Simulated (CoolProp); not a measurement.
The numbers come from the reference Helmholtz-energy equation of state, Guder 2009 in CoolProp.

Q: Give the vapour pressure (MPa), liquid density (kg/m³), surface tension (mN/m), liquid viscosity (µPa s) of saturated sulfur hexafluoride at 252, 261.3, 270.6 K.

A: 
```
T (K)  p (MPa)  liquid density (kg/m³)  surface tension (mN/m)  liquid viscosity (µPa s)
-----  -------  ----------------------  ----------------------  ------------------------
252      0.664                    1690                    7.34                       264
261.3    0.889                    1640                    6.06                       226
270.6     1.17                    1580                    4.84                       193
```

Viscosity comes from a separate model (Quiñones-Cisneros 2012). Surface tension comes from a separate correlation (Mulero 2012).
